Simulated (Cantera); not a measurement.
Input (Python, Cantera) and output of one run.

```python
import numpy as np
import cantera as ct

gas_names = """
    CL CL2 H HCL H2 N NH NH2 NH3 N2 N2H2 N2H4 Si SiCL SiCL2 SiCL3 SiCL4 SiH SiHCL3 SiH2 SiH2CL2 SiH3
    SiH3CL SiH4 SiN Si2 Si2N Si3
""".split()
cond_names = """
    NH4CL(a) NH4CL(b) Si(cr) Si(L) Si3N4(a)
""".split()


# ... load() reads the species with a 1 bar reference pressure and builds the phases ...
atoms = {
    'Si': {'Si': 1},
    'HCl': {'H': 1, 'CL': 1},
    'N2': {'N': 2},
}
top_T = {'Si3N4(a)': 2400}  # K; cautious upper limits of use, not melting points


# ... equilibrate(T, P, feed) seeds the gas with the atoms and calls Mixture.equilibrate('TP', solver="vcs", rtol=1e-11, max_steps=5000) ...
results = []
feed = {'Si': 1, 'HCl': 2.6, 'N2': 4}  # mol
P = 3.4  # Pa
for T in [1173, 1223, 1273, 1323, 1373, 1423, 1473, 1523, 1573, 1623, 1673]:
    mix = equilibrate(T, P, feed)
    results.append((T, P, feed, dict(zip(mix.species_names, mix.species_moles))))

top = {s: max(r[3][s] / sum(r[3][g] for g in gas_names) for r in results) for s in gas_names}
cols = sorted((s for s in top if top[s] > 1e-06), key=lambda s: -top[s])[:7]
seen = [c for c in cond_names if any(r[3].get(c, 0) > 1e-12 for r in results)]
print("log10 of partial pressures in bar; condensed amounts in mol")
print(f"{'T/K':>10s}" + "".join(f"{s[:9]:>10s}" for s in cols + seen))
for T, P, feed, n in results:
    ng = sum(n[g] for g in gas_names)
    print(f"{T:10.4g}" + "".join(f"{np.log10(max(n[s] / ng * P / 1e5, 1e-99)):10.3f}" for s in cols)
          + "".join(f"{n.get(c, 0):10.4g}" for c in seen))
```

Result:

```
log10 of partial pressures in bar; condensed amounts in mol
       T/K        N2       HCL        H2     SiCL2     SiCL4         H     SiCL3  Si3N4(a)
      1173    -4.701    -4.986    -5.658    -6.100    -6.265    -9.758    -6.680    0.2423
      1223    -4.700    -5.029    -5.597    -5.768    -6.619    -9.320    -6.644    0.2026
      1273    -4.698    -5.103    -5.507    -5.567    -7.152    -8.901    -6.768    0.1519
      1323    -4.694    -5.202    -5.422    -5.445    -7.769    -8.511    -6.976     0.101
      1373    -4.691    -5.317    -5.356    -5.366    -8.407    -8.156    -7.219   0.05564
      1423    -4.688    -5.440    -5.309    -5.313    -9.040    -7.832    -7.475   0.01809
      1473    -4.686    -5.513    -5.289    -5.291    -9.547    -7.542    -7.686         0
      1523    -4.687    -5.510    -5.291    -5.292    -9.880    -7.282    -7.824         0
      1573    -4.688    -5.504    -5.296    -5.296   -10.184    -7.039    -7.950         0
      1623    -4.689    -5.490    -5.305    -5.305   -10.452    -6.813    -8.062         0
      1673    -4.692    -5.465    -5.322    -5.321   -10.680    -6.604    -8.160         0
```

These are equilibrium values from Cantera (NASA tables, ideal gas, pure condensed phases), not measurements of a reactor. N2 is the only nitrogen source here; it is nearly inert below about 1500 K, so the nitride shown seldom forms there in practice. The tables' values for SiCl3, SiCl, SiN are old estimates; treat these amounts as uncertain.
